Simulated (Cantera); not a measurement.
A Cantera script and what it prints.

```python
import numpy as np
import cantera as ct

gas_names = """
    Cu CuO Cu2 H HNO HNO2 HNO3 HO2 H2 H2O H2O2 N NH NH2 NH3 NH2OH NO NO2 NO3 N2 N2H2 N2H4 N2O O OH O2 O3
""".split()
cond_names = """
    Cu(cr) Cu(L) CuO(s) CuO2H2(s) Cu2O(s) Cu2O(L) H2O(s) H2O(L)
""".split()


# ... load() reads the species with a 1 bar reference pressure and builds the phases ...
atoms = {
    'Cu': {'Cu': 1},
    'H2O': {'H': 2, 'O': 1},
    'N2': {'N': 2},
}
top_T = {'CuO(s)': 1390}  # K; cautious upper limits of use, not melting points


# ... equilibrate(T, P, feed) seeds the gas with the atoms and calls Mixture.equilibrate('TP', solver="vcs", rtol=1e-11, max_steps=5000) ...
results = []
P = 640  # Pa
for T in [748, 798, 848, 898, 948, 998, 1048, 1098, 1148, 1198, 1248]:
    for m in [0.046, 0.077, 0.13, 0.22, 0.36, 0.6, 1, 1.7, 2.8, 4.7, 7.9]:
        feed = {'Cu': 1, 'H2O': m, 'N2': 8.2}  # mol
        mix = equilibrate(T, P, feed)
        results.append((T, P, feed, dict(zip(mix.species_names, mix.species_moles))))

for T, P, feed, n in results:
    print(f"{T:7g} {feed['H2O']:10.4g}  " + (" + ".join(c for c in cond_names if n.get(c, 0) > 1e-12) or "gas only"))
```

It prints:

```
    748      0.046  Cu(cr) + Cu2O(s)
    748      0.077  Cu(cr) + Cu2O(s)
    748       0.13  Cu(cr) + Cu2O(s)
    748       0.22  Cu(cr) + Cu2O(s)
    748       0.36  Cu(cr) + Cu2O(s)
    748        0.6  Cu(cr) + Cu2O(s)
    748          1  Cu(cr) + Cu2O(s)
    748        1.7  Cu(cr) + Cu2O(s)
    748        2.8  Cu(cr) + Cu2O(s)
    748        4.7  Cu(cr) + Cu2O(s)
    748        7.9  Cu(cr) + Cu2O(s)
    798      0.046  Cu(cr) + Cu2O(s)
    798      0.077  Cu(cr) + Cu2O(s)
    798       0.13  Cu(cr) + Cu2O(s)
    798       0.22  Cu(cr) + Cu2O(s)
    798       0.36  Cu(cr) + Cu2O(s)
    798        0.6  Cu(cr) + Cu2O(s)
    798          1  Cu(cr) + Cu2O(s)
    798        1.7  Cu(cr) + Cu2O(s)
    798        2.8  Cu(cr) + Cu2O(s)
    798        4.7  Cu(cr) + Cu2O(s)
    798        7.9  Cu(cr) + Cu2O(s)
    848      0.046  Cu(cr) + Cu2O(s)
    848      0.077  Cu(cr) + Cu2O(s)
    848       0.13  Cu(cr) + Cu2O(s)
    848       0.22  Cu(cr) + Cu2O(s)
    848       0.36  Cu(cr) + Cu2O(s)
    848        0.6  Cu(cr) + Cu2O(s)
    848          1  Cu(cr) + Cu2O(s)
    848        1.7  Cu(cr) + Cu2O(s)
    848        2.8  Cu(cr) + Cu2O(s)
    848        4.7  Cu(cr) + Cu2O(s)
    848        7.9  Cu(cr) + Cu2O(s)
    898      0.046  Cu(cr) + Cu2O(s)
    898      0.077  Cu(cr) + Cu2O(s)
    898       0.13  Cu(cr) + Cu2O(s)
    898       0.22  Cu(cr) + Cu2O(s)
    898       0.36  Cu(cr) + Cu2O(s)
    898        0.6  Cu(cr) + Cu2O(s)
    898          1  Cu(cr) + Cu2O(s)
    898        1.7  Cu(cr) + Cu2O(s)
    898        2.8  Cu(cr) + Cu2O(s)
    898        4.7  Cu(cr) + Cu2O(s)
    898        7.9  Cu(cr) + Cu2O(s)
    948      0.046  Cu(cr) + Cu2O(s)
    948      0.077  Cu(cr) + Cu2O(s)
    948       0.13  Cu(cr) + Cu2O(s)
    948       0.22  Cu(cr) + Cu2O(s)
    948       0.36  Cu(cr) + Cu2O(s)
    948        0.6  Cu(cr) + Cu2O(s)
    948          1  Cu(cr) + Cu2O(s)
    948        1.7  Cu(cr) + Cu2O(s)
    948        2.8  Cu(cr) + Cu2O(s)
    948        4.7  Cu(cr) + Cu2O(s)
    948        7.9  Cu(cr) + Cu2O(s)
    998      0.046  Cu(cr) + Cu2O(s)
    998      0.077  Cu(cr) + Cu2O(s)
    998       0.13  Cu(cr) + Cu2O(s)
    998       0.22  Cu(cr) + Cu2O(s)
    998       0.36  Cu(cr) + Cu2O(s)
    998        0.6  Cu(cr) + Cu2O(s)
    998          1  Cu(cr) + Cu2O(s)
    998        1.7  Cu(cr) + Cu2O(s)
    998        2.8  Cu(cr) + Cu2O(s)
    998        4.7  Cu(cr) + Cu2O(s)
    998        7.9  Cu(cr) + Cu2O(s)
   1048      0.046  Cu(cr)
   1048      0.077  Cu(cr)
   1048       0.13  Cu(cr)
   1048       0.22  Cu(cr) + Cu2O(s)
   1048       0.36  Cu(cr) + Cu2O(s)
   1048        0.6  Cu(cr) + Cu2O(s)
   1048          1  Cu(cr) + Cu2O(s)
   1048        1.7  Cu(cr) + Cu2O(s)
   1048        2.8  Cu(cr) + Cu2O(s)
   1048        4.7  Cu(cr) + Cu2O(s)
   1048        7.9  Cu(cr) + Cu2O(s)
   1098      0.046  Cu(cr)
   1098      0.077  Cu(cr)
   1098       0.13  Cu(cr)
   1098       0.22  Cu(cr)
   1098       0.36  Cu(cr)
   1098        0.6  Cu(cr) + Cu2O(s)
   1098          1  Cu(cr) + Cu2O(s)
   1098        1.7  Cu(cr) + Cu2O(s)
   1098        2.8  Cu(cr) + Cu2O(s)
   1098        4.7  Cu(cr) + Cu2O(s)
   1098        7.9  Cu(cr) + Cu2O(s)
   1148      0.046  Cu(cr)
   1148      0.077  Cu(cr)
   1148       0.13  Cu(cr)
   1148       0.22  Cu(cr)
   1148       0.36  Cu(cr)
   1148        0.6  Cu(cr)
   1148          1  Cu(cr)
   1148        1.7  Cu(cr)
   1148        2.8  Cu(cr) + Cu2O(s)
   1148        4.7  Cu(cr) + Cu2O(s)
   1148        7.9  Cu(cr) + Cu2O(s)
   1198      0.046  Cu(cr)
   1198      0.077  Cu(cr)
   1198       0.13  Cu(cr)
   1198       0.22  Cu(cr)
   1198       0.36  Cu(cr)
   1198        0.6  Cu(cr)
   1198          1  Cu(cr)
   1198        1.7  Cu(cr)
   1198        2.8  Cu(cr)
   1198        4.7  Cu(cr)
   1198        7.9  Cu(cr)
   1248      0.046  Cu(cr)
   1248      0.077  Cu(cr)
   1248       0.13  Cu(cr)
   1248       0.22  Cu(cr)
   1248       0.36  Cu(cr)
   1248        0.6  Cu(cr)
   1248          1  Cu(cr)
   1248        1.7  Cu(cr)
   1248        2.8  Cu(cr)
   1248        4.7  Cu(cr)
   1248        7.9  Cu(cr)
```

Equilibrium computed with Cantera from the NASA thermochemical tables; the gas is ideal and each condensed phase is pure. Mutual solubility and eutectic melting of coexisting phases are not modelled.
